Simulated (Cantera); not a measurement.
**Stirred combustor or abatement burner**

A perfectly stirred reactor is fed with 5.30 % CH4, 0.170 % C2H6, 8.59 % O2, 85.9 % N2, at 10.0 bar; it is adiabatic with a 373 K inlet, and is followed from long to short residence time, starting on the burning branch (τ in s: 0.12, 0.068, 0.038, 0.021, 0.011, 0.0063, 0.0034, 0.0019, 0.001, 0.00057, 0.00031, 0.00017, 9.5e-05).

Cantera simulation using GRI-Mech 3.0 (53 species, 325 reactions); the numbers are that mechanism's predictions, not measurements.

```json
[
 {"τ (s)": "0.12", "T (K)": "1271", "x CH4": "0.00717", "x C2H6": "0.000153", "x O2": "0.00566", "x CH3": "1.11e-5", "x CO2": "0.0281"},
 {"τ (s)": "0.068", "T (K)": "1232", "x CH4": "0.00826", "x C2H6": "0.000194", "x O2": "0.00882", "x CH3": "1.17e-5", "x CO2": "0.0250"},
 {"τ (s)": "0.038", "T (K)": "373", "x CH4": "0.0530", "x C2H6": "0.00170", "x O2": "0.0859", "x CH3": "<1e-12", "x CO2": "<1e-12"},
 {"τ (s)": "0.021", "T (K)": "373", "x CH4": "0.0530", "x C2H6": "0.00170", "x O2": "0.0859", "x CH3": "<1e-12", "x CO2": "<1e-12"},
 {"τ (s)": "0.011", "T (K)": "373", "x CH4": "0.0530", "x C2H6": "0.00170", "x O2": "0.0859", "x CH3": "<1e-12", "x CO2": "<1e-12"},
 {"τ (s)": "0.0063", "T (K)": "373", "x CH4": "0.0530", "x C2H6": "0.00170", "x O2": "0.0859", "x CH3": "<1e-12", "x CO2": "<1e-12"},
 {"τ (s)": "0.0034", "T (K)": "373", "x CH4": "0.0530", "x C2H6": "0.00170", "x O2": "0.0859", "x CH3": "<1e-12", "x CO2": "<1e-12"},
 {"τ (s)": "0.0019", "T (K)": "373", "x CH4": "0.0530", "x C2H6": "0.00170", "x O2": "0.0859", "x CH3": "<1e-12", "x CO2": "<1e-12"},
 {"τ (s)": "0.0010", "T (K)": "373", "x CH4": "0.0530", "x C2H6": "0.00170", "x O2": "0.0859", "x CH3": "<1e-12", "x CO2": "<1e-12"},
 {"τ (s)": "0.00057", "T (K)": "373", "x CH4": "0.0530", "x C2H6": "0.00170", "x O2": "0.0859", "x CH3": "<1e-12", "x CO2": "<1e-12"},
 {"τ (s)": "0.00031", "T (K)": "373", "x CH4": "0.0530", "x C2H6": "0.00170", "x O2": "0.0859", "x CH3": "<1e-12", "x CO2": "<1e-12"},
 {"τ (s)": "0.00017", "T (K)": "373", "x CH4": "0.0530", "x C2H6": "0.00170", "x O2": "0.0859", "x CH3": "<1e-12", "x CO2": "<1e-12"},
 {"τ (s)": "9.5e-5", "T (K)": "373", "x CH4": "0.0530", "x C2H6": "0.00170", "x O2": "0.0859", "x CH3": "<1e-12", "x CO2": "<1e-12"}
]
```
x: mole fraction; the columns are a selection and need not sum to one.
